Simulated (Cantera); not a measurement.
# Moist CO burnout

An isothermal, constant-pressure homogeneous reactor starts with 0.238 % CO, 0.396 % O2, 0.406 % H2O, 99.0 % N2, equivalence ratio 0.30, at 1300 K and 2.76 atm.

Computed with Cantera and GRI-Mech 3.0 (53 species, 325 reactions).

```json
[
 {"t (s)": "2.00e-6", "x CO": "0.00238", "x O2": "0.00396", "x H2O": "0.00406", "x NO2": "<1e-12", "x H2": "<1e-12", "x HO2": "<1e-12"},
 {"t (s)": "9.35e-6", "x CO": "0.00238", "x O2": "0.00396", "x H2O": "0.00406", "x NO2": "<1e-12", "x H2": "<1e-12", "x HO2": "1.72e-12"},
 {"t (s)": "4.37e-5", "x CO": "0.00238", "x O2": "0.00396", "x H2O": "0.00406", "x NO2": "<1e-12", "x H2": "<1e-12", "x HO2": "8.74e-12"},
 {"t (s)": "0.000205", "x CO": "0.00238", "x O2": "0.00396", "x H2O": "0.00406", "x NO2": "<1e-12", "x H2": "4.79e-11", "x HO2": "1.43e-10"},
 {"t (s)": "0.000956", "x CO": "0.00237", "x O2": "0.00396", "x H2O": "0.00406", "x NO2": "<1e-12", "x H2": "1.10e-8", "x HO2": "2.09e-8"},
 {"t (s)": "0.00447", "x CO": "0.00128", "x O2": "0.00340", "x H2O": "0.00399", "x NO2": "1.22e-10", "x H2": "3.83e-5", "x HO2": "1.87e-6"},
 {"t (s)": "0.0209", "x CO": "9.84e-5", "x O2": "0.00282", "x H2O": "0.00405", "x NO2": "1.48e-9", "x H2": "3.82e-6", "x HO2": "4.48e-7"},
 {"t (s)": "0.0978", "x CO": "3.46e-6", "x O2": "0.00277", "x H2O": "0.00406", "x NO2": "2.20e-9", "x H2": "1.87e-7", "x HO2": "2.58e-8"},
 {"t (s)": "0.457", "x CO": "5.23e-8", "x O2": "0.00277", "x H2O": "0.00406", "x NO2": "6.39e-10", "x H2": "1.51e-8", "x HO2": "1.57e-9"},
 {"t (s)": "2.14", "x CO": "4.54e-9", "x O2": "0.00277", "x H2O": "0.00406", "x NO2": "2.71e-10", "x H2": "4.25e-9", "x HO2": "3.99e-10"},
 {"t (s)": "10.0", "x CO": "4.15e-9", "x O2": "0.00277", "x H2O": "0.00406", "x NO2": "2.62e-10", "x H2": "4.03e-9", "x HO2": "3.80e-10"}
]
```
x: mole fraction; the columns are a selection and need not sum to one.

Equilibrium at this temperature and pressure: CO 4.17e-9, O2 0.00275, H2O 0.00406, NO2 1.06e-7, H2 4.05e-9, HO2 3.78e-10 (gas phase only).
